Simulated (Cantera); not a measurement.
Mixture: CO : H2 : O2 : N2 : CO2 = 1 : 0.04 : 0.433 : 2.3 : 0.61 (molar parts), equivalence ratio 1.2, at 2.70 bar, adiabatic and at constant pressure. Ignition delay is the time to a rise of 400 K.

Computed with Cantera and GRI-Mech 3.0 (53 species, 325 reactions). The hydrogen kinetics of GRI-Mech 3.0 are dated; newer H2 mechanisms differ, most at raised pressure. Where the delays flatten at high temperature, the 400 K rule measures the pace of heat release, not the induction time.

### Question
Predict: delay at 1223 K; delay at 1423 K; delay at 1623 K; delay at 1823 K; delay at 2023 K.

### Answer
```json
{
  "delay at 1223 K": "0.116 ms",
  "delay at 1423 K": "61.0 µs",
  "delay at 1623 K": "54.2 µs",
  "delay at 1823 K": "60.4 µs",
  "delay at 2023 K": "73.2 µs"
}
```
